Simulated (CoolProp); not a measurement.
Vapour-liquid equilibrium of R113 (1) + n-hexane (2) at 7.44 kPa; x and y are mole fractions of (1).

The numbers come from the multi-fluid Helmholtz-energy mixture model, Marx 1992 and Thol 2019; pair parameters Bell 2016 in CoolProp.

```json
[
 {"x": "0.05", "bubble temperature (K)": "274.8", "y at the bubble point": "0.158", "dew temperature at overall composition x (K)": "[?]", "liquid density (mol/L)": "7.874"},
 {"x": "0.15", "bubble temperature (K)": "271.2", "y at the bubble point": "0.372", "dew temperature at overall composition x (K)": "274.9", "liquid density (mol/L)": "7.979"},
 {"x": "0.25", "bubble temperature (K)": "[?]", "y at the bubble point": "0.511", "dew temperature at overall composition x (K)": "[?]", "liquid density (mol/L)": "8.079"},
 {"x": "0.35", "bubble temperature (K)": "266.6", "y at the bubble point": "0.611", "dew temperature at overall composition x (K)": "271.6", "liquid density (mol/L)": "8.175"},
 {"x": "0.45", "bubble temperature (K)": "265.0", "y at the bubble point": "0.688", "dew temperature at overall composition x (K)": "269.8", "liquid density (mol/L)": "8.270"},
 {"x": "0.55", "bubble temperature (K)": "263.7", "y at the bubble point": "0.753", "dew temperature at overall composition x (K)": "267.8", "liquid density (mol/L)": "8.365"},
 {"x": "0.65", "bubble temperature (K)": "262.6", "y at the bubble point": "0.810", "dew temperature at overall composition x (K)": "265.8", "liquid density (mol/L)": "[?]"},
 {"x": "0.75", "bubble temperature (K)": "261.6", "y at the bubble point": "[?]", "dew temperature at overall composition x (K)": "263.8", "liquid density (mol/L)": "8.562"},
 {"x": "0.85", "bubble temperature (K)": "260.7", "y at the bubble point": "0.916", "dew temperature at overall composition x (K)": "261.8", "liquid density (mol/L)": "8.664"},
 {"x": "0.95", "bubble temperature (K)": "259.9", "y at the bubble point": "[?]", "dew temperature at overall composition x (K)": "260.2", "liquid density (mol/L)": "8.769"}
]
```

Problem. Some entries are withheld; supply them.

Solution. 
- 0.05, dew temperature at overall composition x (K): 276.4
- 0.25, bubble temperature (K): 268.6
- 0.25, dew temperature at overall composition x (K): 273.3
- 0.65, liquid density (mol/L): 8.463
- 0.75, y at the bubble point: 0.863
- 0.95, y at the bubble point: 0.971

No azeotrope shows between x = 0.05 and 0.95.

Pair parameters are fitted to limited data, so mixtures are less certain than the pure fluids.
